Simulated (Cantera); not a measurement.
## Adiabatic ignition

An adiabatic, constant-pressure homogeneous reactor starts with CH4 : C2H6 : O2 : N2 = 0.45 : 0.053 : 0.911 : 3.42 (molar parts), equivalence ratio 1.2, at 1148 K and 1.00 atm.

Detailed kinetics in Cantera: GRI-Mech 3.0 (53 species, 325 reactions).

| t (s) | T (K) | x CH4 | x C2H6 | x O2 | x OH | x O | x CH2 | x HO2 |
|---|---|---|---|---|---|---|---|---|
| 8.00e-6 | 1148 | 0.0931 | 0.0110 | 0.188 | 1.21e-11 | 4.72e-12 | <1e-12 | 2.50e-9 |
| 1.80e-5 | 1148 | 0.0931 | 0.0110 | 0.188 | 2.80e-11 | 1.09e-11 | <1e-12 | 6.34e-9 |
| 4.04e-5 | 1148 | 0.0931 | 0.0110 | 0.188 | 6.36e-11 | 2.49e-11 | <1e-12 | 1.81e-8 |
| 9.09e-5 | 1148 | 0.0931 | 0.0110 | 0.188 | 1.43e-10 | 5.55e-11 | <1e-12 | 5.94e-8 |
| 0.000204 | 1148 | 0.0931 | 0.0110 | 0.188 | 3.35e-10 | 1.24e-10 | <1e-12 | 2.20e-7 |
| 0.000460 | 1148 | 0.0931 | 0.0110 | 0.188 | 9.15e-10 | 2.94e-10 | <1e-12 | 8.46e-7 |
| 0.00103 | 1148 | 0.0931 | 0.0110 | 0.188 | 3.49e-9 | 9.05e-10 | <1e-12 | 3.06e-6 |
| 0.00232 | 1148 | 0.0931 | 0.0109 | 0.188 | 2.36e-8 | 5.39e-9 | 2.27e-12 | 1.02e-5 |
| 0.00522 | 1152 | 0.0923 | 0.0105 | 0.188 | 2.16e-7 | 4.64e-8 | 6.81e-11 | 3.14e-5 |
| 0.0117 | 2630 | <1e-12 | <1e-12 | 0.00460 | 0.0107 | 0.00181 | <1e-12 | 1.47e-6 |
| 0.0264 | 2624 | <1e-12 | <1e-12 | 0.00420 | 0.0103 | 0.00168 | <1e-12 | 1.35e-6 |
| 0.0594 | 2624 | <1e-12 | <1e-12 | 0.00420 | 0.0103 | 0.00168 | <1e-12 | 1.35e-6 |
| 0.133 | 2624 | <1e-12 | <1e-12 | 0.00420 | 0.0103 | 0.00168 | <1e-12 | 1.35e-6 |
| 0.300 | 2624 | <1e-12 | <1e-12 | 0.00420 | 0.0103 | 0.00168 | <1e-12 | 1.35e-6 |
x: mole fraction; the columns are a selection and need not sum to one.

time of steepest temperature rise: 9.35 ms
temperature at 0.300 s: 2624 K
equilibrium temperature: 2624 K
x(CH4) at 0.300 s: <1e-12 (gas-phase equilibrium <1e-12)
x(C2H6) at 0.300 s: <1e-12 (gas-phase equilibrium <1e-12)
x(O2) at 0.300 s: 0.00420 (gas-phase equilibrium 0.00420)
